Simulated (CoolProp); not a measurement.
Hydrogen chloride at 298.15 K and 24.8 MPa is throttled through a valve to 11.8 MPa with no heat exchange. Each further row changes one setting.

Computed with CoolProp (reference Helmholtz-energy equation of state, Thol 2018).

```
case                      temperature change (K)                       final phase  final density (kg/m³)
------------------------  ----------------------  --------------------------------  ---------------------
as stated                                   -1.4                            liquid                    879
outlet pressure 3.54 MPa                   -12.5  two-phase, vapour fraction 0.065                    529
outlet pressure 15.3 MPa                    -0.7                            liquid                    895
```
